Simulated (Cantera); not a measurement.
A closed system holds: 1 mol SiCl₄, 2.6 mol NO, 16 mol N₂, held at 65.0 mbar.

Method: chemical equilibrium by Gibbs-energy minimisation in Cantera with the NASA 1993 tables (ideal gas, pure condensed phases). Candidate condensed phases: Si, SiO₂, Si₂N₂O, Si₃N₄; 23 gas species. The tables hold silica as quartz up to 1696 K and as liquid above; real silica turns to tridymite and cristobalite and melts near 1996 K. Rates play no part.

Task: Which condensed phases are stable at each of these points (T (K)): 548, 648, 748, 848, 948, 1048, 1148, 1248, 1348, 1448, 1548, 1648, 1748, 1848?

Result: 
| T (K) | condensed phases | Si condensed (%) |
|---|---|---|
| 548 | SiO₂(α-quartz) | 100.0 |
| 648 | SiO₂(α-quartz) | 100.0 |
| 748 | SiO₂(α-quartz) | 100.0 |
| 848 | SiO₂(β-quartz) | 100.0 |
| 948 | SiO₂(β-quartz) | 100.0 |
| 1048 | SiO₂(β-quartz) | 100.0 |
| 1148 | SiO₂(β-quartz) | 100.0 |
| 1248 | SiO₂(β-quartz) | 100.0 |
| 1348 | SiO₂(β-quartz) | 100.0 |
| 1448 | SiO₂(β-quartz) | 100.0 |
| 1548 | SiO₂(β-quartz) | 100.0 |
| 1648 | SiO₂(β-quartz) | 100.0 |
| 1748 | SiO₂(condensed) | 100.0 |
| 1848 | SiO₂(condensed) | 100.0 |

From 548 K to 748 K the condensed part is SiO₂(α-quartz). From 848 K to 1648 K the condensed part is SiO₂(β-quartz). From 1748 K to 1848 K the condensed part is SiO₂(condensed).
